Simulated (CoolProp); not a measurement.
Vapour-liquid equilibrium of propane (1) + R113 (2) at -26.45 °C; x and y are mole fractions of (1).

Model: multi-fluid Helmholtz-energy mixture model, Lemmon 2009 and Marx 1992; pair parameters Bell 2016, in CoolProp.

```
x     bubble pressure (MPa)  y at the bubble point  dew pressure at overall composition x (MPa)  liquid density (mol/L)
----  ---------------------  ---------------------  -------------------------------------------  ----------------------
0.05                0.01673                  0.797                                     0.003715                   9.122
0.2                 0.05298                  0.944                                     0.004403                   9.570
0.35                0.08381                  0.970                                     0.005403                   10.06
0.5                  0.1101                  0.981                                     0.006990                   10.59
0.65                 0.1338                  0.988                                     0.009896                   11.17
0.8                  0.1572                  0.993                                      0.01694                   11.80
0.95                 0.1830                  0.998                                      0.05800                   12.50
```

No azeotrope shows between x = 0.05 and 0.95.

The pair parameters rest on a limited set of measurements; away from them the model extrapolates.
